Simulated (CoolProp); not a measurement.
Hexamethyldisiloxane (MM) at several states: fugacity coefficient from the reference equation and from simpler models built on Tc = 518.7 K, pc = 1.931 MPa, ω = 0.418; each cubic takes its own stable root.

Values from CoolProp's reference Helmholtz-energy equation of state, Thol 2016.

```
T (K)  p (MPa)   phase  reference
-----  -------  ------  ---------
331.1   0.0542  liquid     0.4372
460.9     2.42  liquid     0.2764
518.3    0.271     gas     0.9501
```

Task: How far does each simpler model (van der Waals, Redlich-Kwong, Soave-Redlich-Kwong) lie from the reference over these 3 states: mean and median of the absolute difference, and the worst?

Result: 
- van der Waals: mean 59.9 %, median 55.4 %, worst +123.3 % at 331.1 K and 0.0542 MPa
- Redlich-Kwong: mean 49.0 %, median 25.5 %, worst +121.2 % at 331.1 K and 0.0542 MPa
- Soave-Redlich-Kwong: mean 1.7 %, median 0.3 %, worst +4.6 % at 460.9 K and 2.42 MPa

At some of these states van der Waals, Redlich-Kwong gives the other phase, because its saturation line lies elsewhere.
